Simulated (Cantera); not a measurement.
What does this Cantera script print?

```python
import numpy as np
import cantera as ct

gas_names = """
    Br Br2 N N2 Si SiBr SiBr2 SiBr3 SiBr4 SiN Si2 Si2N Si3
""".split()
cond_names = """
    Br2(cr) Br2(L) Si(cr) Si(L) Si3N4(a)
""".split()


def load(file, names, dense=False):
    # The tables refer to 1 bar. Condensed volumes are neglected.
    table = {s.name: s for s in ct.Species.list_from_file(file)}
    out = []
    for n in names:
        d = dict(table[n].input_data)
        d["thermo"] = dict(d["thermo"], **{"reference-pressure": 1e5})
        if dense:
            d["equation-of-state"] = {"model": "constant-volume", "density": "1e6 g/cm^3"}
        out.append(ct.Species.from_dict(d))
    return out


gas = ct.Solution(thermo="ideal-gas", species=load("nasa_gas.yaml", gas_names))
cond = {s.name: ct.Solution(thermo="fixed-stoichiometry", species=[s], name=s.name)
        for s in load("nasa_condensed.yaml", cond_names, dense=True)}
atoms = {
    'Si': {'Si': 1},
    'Br2': {'Br': 2},
    'N2': {'N': 2},
}
top_T = {'Si3N4(a)': 2400}  # K; cautious upper limits of use, not melting points


def equilibrate(T, P, feed):
    n = {}
    for name, mol in feed.items():
        for a, k in atoms[name].items():
            n[a] = n.get(a, 0.0) + k * mol
    gas.TPX = T, P, n
    mass = sum(n.values()) * gas.mean_molecular_weight
    gas.equilibrate("TP")
    valid = [c for c in cond.values() if c.min_temp <= T <= top_T.get(c.name, c.max_temp)]
    mix = ct.Mixture([(gas, mass / gas.mean_molecular_weight)] + [(c, 0.0) for c in valid])
    mix.T, mix.P = T, P
    mix.equilibrate("TP", solver="vcs", rtol=1e-11, max_steps=5000)
    return mix


results = []
P = 1.1  # Pa
for T in [673, 748, 823, 898, 973, 1048, 1123, 1198, 1273, 1348]:
    for m in [1.2, 1.4, 1.7, 2, 2.4, 2.9, 3.5, 4.1, 5, 6]:
        feed = {'Si': 1, 'Br2': m, 'N2': 64}  # mol
        mix = equilibrate(T, P, feed)
        results.append((T, P, feed, dict(zip(mix.species_names, mix.species_moles))))

for T, P, feed, n in results:
    print(f"{T:7g} {feed['Br2']:10.4g}  " + (" + ".join(c for c in cond_names if n.get(c, 0) > 1e-12) or "gas only"))
```

Result:

```
    673        1.2  Si3N4(a)
    673        1.4  Si3N4(a)
    673        1.7  Si3N4(a)
    673          2  Si3N4(a)
    673        2.4  gas only
    673        2.9  gas only
    673        3.5  gas only
    673        4.1  gas only
    673          5  gas only
    673          6  gas only
    748        1.2  Si3N4(a)
    748        1.4  Si3N4(a)
    748        1.7  Si3N4(a)
    748          2  Si3N4(a)
    748        2.4  gas only
    748        2.9  gas only
    748        3.5  gas only
    748        4.1  gas only
    748          5  gas only
    748          6  gas only
    823        1.2  Si3N4(a)
    823        1.4  Si3N4(a)
    823        1.7  Si3N4(a)
    823          2  Si3N4(a)
    823        2.4  gas only
    823        2.9  gas only
    823        3.5  gas only
    823        4.1  gas only
    823          5  gas only
    823          6  gas only
    898        1.2  Si3N4(a)
    898        1.4  Si3N4(a)
    898        1.7  Si3N4(a)
    898          2  Si3N4(a)
    898        2.4  gas only
    898        2.9  gas only
    898        3.5  gas only
    898        4.1  gas only
    898          5  gas only
    898          6  gas only
    973        1.2  Si3N4(a)
    973        1.4  Si3N4(a)
    973        1.7  Si3N4(a)
    973          2  Si3N4(a)
    973        2.4  gas only
    973        2.9  gas only
    973        3.5  gas only
    973        4.1  gas only
    973          5  gas only
    973          6  gas only
   1048        1.2  Si3N4(a)
   1048        1.4  Si3N4(a)
   1048        1.7  Si3N4(a)
   1048          2  gas only
   1048        2.4  gas only
   1048        2.9  gas only
   1048        3.5  gas only
   1048        4.1  gas only
   1048          5  gas only
   1048          6  gas only
   1123        1.2  Si3N4(a)
   1123        1.4  Si3N4(a)
   1123        1.7  gas only
   1123          2  gas only
   1123        2.4  gas only
   1123        2.9  gas only
   1123        3.5  gas only
   1123        4.1  gas only
   1123          5  gas only
   1123          6  gas only
   1198        1.2  Si3N4(a)
   1198        1.4  Si3N4(a)
   1198        1.7  gas only
   1198          2  gas only
   1198        2.4  gas only
   1198        2.9  gas only
   1198        3.5  gas only
   1198        4.1  gas only
   1198          5  gas only
   1198          6  gas only
   1273        1.2  Si3N4(a)
   1273        1.4  Si3N4(a)
   1273        1.7  gas only
   1273          2  gas only
   1273        2.4  gas only
   1273        2.9  gas only
   1273        3.5  gas only
   1273        4.1  gas only
   1273          5  gas only
   1273          6  gas only
   1348        1.2  Si3N4(a)
   1348        1.4  Si3N4(a)
   1348        1.7  gas only
   1348          2  gas only
   1348        2.4  gas only
   1348        2.9  gas only
   1348        3.5  gas only
   1348        4.1  gas only
   1348          5  gas only
   1348          6  gas only
```

These are equilibrium values from Cantera (NASA tables, ideal gas, pure condensed phases), not measurements of a reactor. N2 is the only nitrogen source here; it is nearly inert below about 1500 K, so the nitride shown seldom forms there in practice. The tables' values for SiBr3 are old estimates.
